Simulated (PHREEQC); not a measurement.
Solution (25 °C): 4.5 mol K2CO3, 0.07 mol K2SO4 and 2.4 mol NaCl per kg of water. Closed to the air; pH follows from the charge balance.

Computed with PHREEQC (Pitzer model, pitzer.dat).

The pH comes out as 12.99. The ionic strength is 16.1 mol/kgw and the activity of water is 0.627. The density is 1.359 g/cm³, the osmotic coefficient is 1.398 and the total alkalinity comes out as 9000 meq/kg.

```csv
species,molality,activity,log γ
K+,9.14,8.67,-0.023
CO3-2,4.49,0.931,-0.684
Cl-,2.40,2.24,-0.029
Na+,2.40,1.22,-0.295
SO4-2,0.0700,0.00133,-1.723
OH-,0.00888,0.0623,0.846
HCO3-,0.00888,0.00207,-0.632
```

This is a speciation only: nothing precipitates in the calculation. Examples of supersaturated solids here: Sylvite, Arcanite. Others may be too. In brines, pH and single-ion activities rest on the MacInnes convention.
